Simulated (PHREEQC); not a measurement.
A column of 0.1 m (30 cells, dispersivity 0.0035 m, 300 s a shift, diffusion coefficient 3e-10 m²/s) holds 0.25 eq of the database's cation exchanger X per kg of pore water, first in equilibrium with 0.061 mol/kgw CdCl2 and 1e-05 mol/kgw HCl. It is flushed with 0.0025 mol/kgw SrCl2, 0.071 mol/kgw CdCl2, 0.0019 mol/kgw LiCl and 1e-05 mol/kgw HCl, at 15 °C. Values are for the last cell. No CO2 enters from the air. No solid was allowed to form.

Base run: PHREEQC, ion-association model, phreeqc.dat. Each further column changes one thing. The table gives SrX2 on the exchanger (mol/kgw).

| pore volumes | base | exchange capacity from 0.25 to 0.12 eq/kgw | dispersivity from 0.0035 to 0.007 m |
|---|---|---|---|
| 0 | 0 | 0 | 0 |
| 0.6167 | 0 | 0 | 0 |
| 1.217 | 8.44e-14 | 8.23e-9 | 2.02e-10 |
| 1.817 | 6.52e-10 | ? | 1.46e-7 |
| 2.417 | 1.01e-7 | ? | 5.12e-6 |
| 3.017 | 2.62e-6 | 0.000632 | ? |
| 3.617 | 2.47e-5 | 0.00192 | 0.000209 |
| 4.217 | 0.000125 | 0.00378 | ? |
| 4.817 | 0.000419 | 0.00565 | ? |
| 5.417 | 0.00105 | 0.00711 | 0.00243 |
| 6.017 | 0.00214 | 0.00809 | ? |

Problem. Some entries are withheld; supply them.

Solution. 
- 1.817, exchange capacity from 0.25 to 0.12 eq/kgw: 4.37e-6
- 2.417, exchange capacity from 0.25 to 0.12 eq/kgw: 0.000102
- 3.017, dispersivity from 0.0035 to 0.007 m: 4.67e-5
- 4.217, dispersivity from 0.0035 to 0.007 m: 0.000607
- 4.817, dispersivity from 0.0035 to 0.007 m: 0.00134
- 6.017, dispersivity from 0.0035 to 0.007 m: 0.00385
